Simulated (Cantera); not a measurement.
A closed system holds: 1 mol Si3N4, 0.044 mol H2O, 4.8 mol N2, equilibrated at 0.00113 Torr.

These are equilibrium values from Cantera (NASA tables, ideal gas, pure condensed phases), not measurements of a reactor. Candidate condensed phases: H2O, Si, SiO2, Si2N2O, Si3N4; 35 gas species. Equilibrium is a limit: real reactors are often held back by kinetics, nucleation or transport.

### Question
What share of the Si ends up in condensed phases as a function of T (K), at 1600, 1625, 1650, 1675, 1700, 1725, 1750, 1775, 1800?

### Answer
```json
[
 {"T (K)": "1600", "Si condensed (%)": "82.4", "as": "Si(s)"},
 {"T (K)": "1625", "Si condensed (%)": "70.2", "as": "Si(s)"},
 {"T (K)": "1650", "Si condensed (%)": "47.8", "as": "Si(s)"},
 {"T (K)": "1675", "Si condensed (%)": "3.2", "as": "Si(s)"},
 {"T (K)": "1700", "Si condensed (%)": "0.0", "as": "-"},
 {"T (K)": "1725", "Si condensed (%)": "0.0", "as": "-"},
 {"T (K)": "1750", "Si condensed (%)": "0.0", "as": "-"},
 {"T (K)": "1775", "Si condensed (%)": "0.0", "as": "-"},
 {"T (K)": "1800", "Si condensed (%)": "0.0", "as": "-"}
]
```
